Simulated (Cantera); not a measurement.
A perfectly stirred reactor is fed with CH4 : O2 : N2 = 1 : 3.28 : 12.3 (molar parts), equivalence ratio 0.61, at 15.0 bar; it is adiabatic with a 400 K inlet, and is followed from long to short residence time, starting on the burning branch (τ in s: 0.024, 0.011, 0.0054, 0.0025, 0.0012, 0.00056, 0.00026, 0.00012, 5.9e-05).

Cantera simulation using GRI-Mech 3.0 (53 species, 325 reactions); the numbers are that mechanism's predictions, not measurements. The pressure lies above the range GRI-Mech 3.0 was tuned for (to about 10 atm).

**Question.** What does this change do: pressure from 15.0 bar to 5.50 bar?

**Answer.** 
```tsv
quantity	before	after
blow-out, bracketed by the residence times tried	burning at 0.560 ms, out at 0.260 ms	burning at 0.260 ms, out at 0.120 ms
x(CH4) at τ = 24.0 ms	1.46e-5	1.98e-5
x(O2) at τ = 24.0 ms	0.0772	0.0772
x(NO) at τ = 24.0 ms	4.76e-6	6.37e-6
x(HCN) at τ = 24.0 ms	5.27e-9	6.64e-9
x(C2H4) at τ = 24.0 ms	1.47e-8	1.53e-8
x(CH4) at τ = 1.20 ms	0.000165	0.000162
x(O2) at τ = 1.20 ms	0.0785	0.0785
x(NO) at τ = 1.20 ms	2.39e-6	4.56e-6
x(HCN) at τ = 1.20 ms	1.99e-8	2.51e-8
x(C2H4) at τ = 1.20 ms	1.07e-6	3.45e-7
```

**Question.** What does this change do: 0.042 parts H2 added?

**Answer.** 
```tsv
quantity	before	after
blow-out, bracketed by the residence times tried	burning at 0.560 ms, out at 0.260 ms	burning at 0.560 ms, out at 0.260 ms
x(CH4) at τ = 24.0 ms	1.46e-5	1.35e-5
x(O2) at τ = 24.0 ms	0.0772	0.0759
x(NO) at τ = 24.0 ms	4.76e-6	5.67e-6
x(HCN) at τ = 24.0 ms	5.27e-9	5.73e-9
x(C2H4) at τ = 24.0 ms	1.47e-8	1.18e-8
x(CH4) at τ = 1.20 ms	0.000165	0.000148
x(O2) at τ = 1.20 ms	0.0785	0.0770
x(NO) at τ = 1.20 ms	2.39e-6	2.81e-6
x(HCN) at τ = 1.20 ms	1.99e-8	2.13e-8
x(C2H4) at τ = 1.20 ms	1.07e-6	8.25e-7
```
